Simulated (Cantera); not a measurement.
Feed: 1 mol TiCl4, 1.8 mol C3H8, 50 mol H2, equilibrated at 1625 K and 100000 Pa.

Method: chemical equilibrium by Gibbs-energy minimisation in Cantera with the NASA 1993 tables (ideal gas, pure condensed phases). Candidate condensed phases: C, C6H6, C7H8, C8H18, Ti, TiC, TiCl2, TiCl3, TiCl4; 96 gas species. TiC: taken at fixed stoichiometry. Rates play no part.

**Question.** What is the equilibrium state?

**Answer.** 
- x(H2): 0.931
- x(HCl): 0.0674
- x(CH4): 0.00127
- x(TiCl3): 7.49e-5
- x(H): 6.81e-5
- x(C2H2 (acetylene)): 3.31e-5
- x(TiCl4): 7.55e-6
- x(Cl): 3.88e-6
- x(C2H4): 2.77e-6
- n(C(graphite)): 4.33 mol
- n(TiC(s)): 0.995 mol
- gas amount: 59.12 mol
- log10 activity of Ti(β) (absent): -5.27
- log10 activity of TiCl4(l) (absent): -7.08
